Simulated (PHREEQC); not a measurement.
Consider water at 44 °C with 0.067 mol/kgw Ca(NO3)2 and 0.0015 mol/kgw KBr. Closed to the air; pH follows from the charge balance.

Model: ion-association model, phreeqc.dat, run in PHREEQC.

Each row changes one thing in this solution. This is a speciation only: nothing precipitates in the calculation.

| case | pH | CaOH+ (mol/kgw) |
|---|---|---|
| as made | 6.67 | 2.15e-8 |
| diluted 2-fold with water | 6.68 | 1.30e-8 |
| 0.0052 mol/kgw PbCl2 added | ? | 9.62e-10 |
| Ca(NO3)2 from 0.067 to 0.335 mol/kgw | 6.61 | ? |
| diluted 5-fold with water | 6.70 | ? |
| Ca(NO3)2 from 0.067 to 0.0335 mol/kgw | 6.68 | 1.30e-8 |

### Question
What belongs in the gaps?

### Answer

- 0.0052 mol/kgw PbCl2 added, pH: 5.32
- Ca(NO3)2 from 0.067 to 0.335 mol/kgw, CaOH+ (mol/kgw): 6.65e-8
- diluted 5-fold with water, CaOH+ (mol/kgw): 6.48e-9

The ionic strength passes 0.7 mol/kgw, the rough limit of the ion-association models, in Ca(NO3)2 from 0.067 to 0.335 mol/kgw. Away from 25 °C the constants follow the database's enthalpies or fits; those with neither stay at their 25 °C values.
